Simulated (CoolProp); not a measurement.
Computed with CoolProp (reference Helmholtz-energy equation of state, Penoncello 2003).

**Question.** For CHF3 (R23), give the phase and the Joule-Thomson coefficient (K/MPa), fugacity coefficient at 239.7 K and 6.04 MPa; 239.7 K and 12.1 MPa; 239.7 K and 33.2 MPa.

**Answer.** 
- 239.7 K and 6.04 MPa: liquid; Joule-Thomson coefficient -0.0843, fugacity coefficient 0.146
- 239.7 K and 12.1 MPa: liquid; Joule-Thomson coefficient -0.150, fugacity coefficient 0.0861
- 239.7 K and 33.2 MPa: liquid; Joule-Thomson coefficient -0.266, fugacity coefficient 0.0548
